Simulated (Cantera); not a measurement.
Standard-state values (1 bar) from the NASA 1993 polynomials, evaluated with Cantera. Values are per mole of reaction as written; species without (g) are pure solids or liquids, kept so even where they would boil at 1 bar.

Q: Between 300 and 1875 K, where is each reaction favourable under standard conditions?
- 3 PbO(g) ⇌ O3(g) + 3 Pb

A: 
- 3 PbO(g) ⇌ O3(g) + 3 Pb: ΔG° is 17 kJ at 300 K and 383 kJ at 1875 K; it stays positive (K < 1). ΔH° is -5 kJ and ΔS° -207 J/K at 1875 K.
